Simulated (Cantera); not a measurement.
## Counterflow diffusion flame

A counterflow diffusion flame at 760 Torr, nozzles 20 mm apart: fuel side 100 % CH₄ at 350 K, oxidiser side 23.0 % O₂, 77.0 % N₂ at 550 K, fuel mass flux 0.82 times the oxidiser's; mixture-averaged transport, no radiation.

Cantera simulation using GRI-Mech 3.0 (53 species, 325 reactions); the numbers are that mechanism's predictions, not measurements. GRI-Mech 3.0 has no aromatics or soot, which form on the fuel side of real flames. The maximum strain rate includes the flame's own expansion and is several times the mean.

| oxidiser flux (kg/m²/s) | max strain (1/s) | mean strain (1/s) | T max (K) | peak x OH | peak x H | peak x NO | peak x CO | peak x C₂H₂ |
|---|---|---|---|---|---|---|---|---|
| 0.25 | 197 | 37.8 | 2221 | 0.0105 | 0.00508 | 0.000377 | 0.0679 | 0.0169 |
| 0.43 | 317 | 65.1 | 2197 | 0.0105 | 0.00546 | 0.000331 | 0.0658 | 0.0155 |
| 0.72 | 503 | 109 | 2178 | 0.0104 | 0.00584 | 0.000287 | 0.0644 | 0.0144 |
| 1.2 | 800 | 182 | 2154 | 0.0102 | 0.00615 | 0.000235 | 0.0633 | 0.0131 |
| 2.1 | 1340 | 318 | 2118 | 0.00962 | 0.00629 | 0.000169 | 0.0624 | 0.0112 |
| 3.5 | 2150 | 530 | 2075 | 0.00874 | 0.00615 | 0.000107 | 0.0621 | 0.00910 |
| 5.9 | 3490 | 893 | 1999 | 0.00701 | 0.00526 | 4.47e-5 | 0.0621 | 0.00578 |
x: mole fraction; the columns are a selection and need not sum to one.
